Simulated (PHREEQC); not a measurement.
Synthetic water in mmol/kgw, 15 °C, pH 2.11, pe 8.2:

```tsv
constituent	mmol/kgw
Na	1.26
K	3.07
Ca	1.72
Mg	0.3
Cl	3.02
S(6)	10.4
N(5)	0.000897
B	0.00979
Si	0.0326
Cu(2)	0.00895
Li	0.0329
```

Valence states are taken as typed.

Equilibrium calculation in PHREEQC: ion-association model, wateq4f.dat.

### Question
The ionic strength comes out as 0.0263 mol/kgw. What activity coefficients do Mg+2, NaSO4-, Li+, H+, HSO4- get?

### Answer
Mg+2 0.57, NaSO4- 0.86, Li+ 0.87, H+ 0.88, HSO4- 0.86.

Precipitation was switched off in this run.
